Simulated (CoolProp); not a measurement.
Saturated liquid density (kg/m³) of fluorine: the reference equation beside estimates from Tc = -128.7 °C, pc = 5.240 MPa, ω = 0.045.

The numbers come from the reference Helmholtz-energy equation of state, de Reuck 1990 in CoolProp.

```json
[
 {"T (°C)": "-169.15", "reference": "(withheld)", "Redlich-Kwong": "1342", "Soave-Redlich-Kwong": "1339"},
 {"T (°C)": "-165.45", "reference": "1326", "Redlich-Kwong": "(withheld)", "Soave-Redlich-Kwong": "1300"},
 {"T (°C)": "-161.75", "reference": "1292", "Redlich-Kwong": "1259", "Soave-Redlich-Kwong": "1259"},
 {"T (°C)": "-158.05", "reference": "1257", "Redlich-Kwong": "1213", "Soave-Redlich-Kwong": "1214"},
 {"T (°C)": "-154.35", "reference": "1220", "Redlich-Kwong": "1164", "Soave-Redlich-Kwong": "1166"},
 {"T (°C)": "-150.65", "reference": "1180", "Redlich-Kwong": "1111", "Soave-Redlich-Kwong": "1115"},
 {"T (°C)": "-146.95", "reference": "(withheld)", "Redlich-Kwong": "1054", "Soave-Redlich-Kwong": "(withheld)"},
 {"T (°C)": "-143.25", "reference": "1086", "Redlich-Kwong": "989.9", "Soave-Redlich-Kwong": "(withheld)"},
 {"T (°C)": "-139.55", "reference": "1029", "Redlich-Kwong": "917.9", "Soave-Redlich-Kwong": "922.9"},
 {"T (°C)": "-135.85", "reference": "(withheld)", "Redlich-Kwong": "833.3", "Soave-Redlich-Kwong": "837.9"},
 {"T (°C)": "-132.15", "reference": "(withheld)", "Redlich-Kwong": "724.6", "Soave-Redlich-Kwong": "728.1"}
]
```

Question: Complete the blanks.

Answer: 
- -169.15, reference: 1357
- -165.45, Redlich-Kwong: 1302
- -146.95, reference: 1136
- -146.95, Soave-Redlich-Kwong: 1058
- -143.25, Soave-Redlich-Kwong: 994.7
- -135.85, reference: 957.6
- -132.15, reference: 859.1

Absolute difference from the reference over all 11 rows, mean and median: Redlich-Kwong 6.8 and 5.8 %, Soave-Redlich-Kwong 6.6 and 5.5 %.
